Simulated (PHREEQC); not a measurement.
PHREEQC input (Pitzer model, pitzer.dat):

```
SOLUTION 1
  temp 25
  units mol/kgw
  pH 7 charge
  Cl 1.37
  Ca 0.6
  Sr 0.085
END
USE solution 1
INCREMENTAL_REACTIONS false
REACTION 1
  H2O -1
  0 9.886 18.011 24.689 30.178 34.689 38.397 41.444
  43.949 46.007 47.699 49.089 moles
EQUILIBRIUM_PHASES 1
  Portlandite 0 0
SELECTED_OUTPUT 1
  -reset false
  -pH true
  -pe true
  -ionic_strength true
  -water true
  -activities H2O
  -totals Ca Cl Sr
  -molalities H+ Ca+2 Sr+2 Cl- OH-
  -equilibrium_phases Portlandite
PRINT
  -reset false
END
```

Selected output (columns that matter, 10 of 12 rows; water left (kg) added in front):

```
water left (kg)	pH	mu	Ca	Cl	Sr	m_H+	m_Ca+2	m_Sr+2	m_Cl-	m_OH-	la_H2O
1	6.5816	2.055	0.6	1.37	0.085	2.4011e-07	0.6	0.085	1.37	2.4011e-07	-0.015381
0.821894	6.5122	2.5003	0.73002	1.6669	0.10342	2.5006e-07	0.73002	0.10342	1.6669	2.5006e-07	-0.01948
0.675514	6.4293	3.0421	0.88821	2.0281	0.12583	2.5997e-07	0.88821	0.12583	2.0281	2.5997e-07	-0.024931
0.456313	6.2098	4.5035	1.3149	3.0023	0.18628	2.7905e-07	1.3149	0.18628	3.0023	2.7905e-07	-0.042378
0.375043	6.064	5.4794	1.5998	3.6529	0.22664	2.8812e-07	1.5998	0.22664	3.6529	2.8812e-07	-0.056391
0.30824	5.8863	6.6669	1.9465	4.4446	0.27576	2.9719e-07	1.9465	0.27576	4.4446	2.9719e-07	-0.076094
0.253345	5.6687	8.1115	2.3683	5.4076	0.33551	3.07e-07	2.3683	0.33551	5.4076	3.07e-07	-0.10406
0.171138	5.0723	12.008	3.5059	8.0052	0.49668	3.3636e-07	3.5059	0.49668	8.0052	3.3636e-07	-0.20174
0.140655	4.6655	14.61	4.2658	9.7402	0.60432	3.6429e-07	4.2658	0.60432	9.7402	3.6429e-07	-0.28517
0.115613	4.1615	17.775	5.1897	11.85	0.73521	4.1373e-07	5.1897	0.73521	11.85	4.1373e-07	-0.4063
```

Complexes and solids missing from the database can't appear.
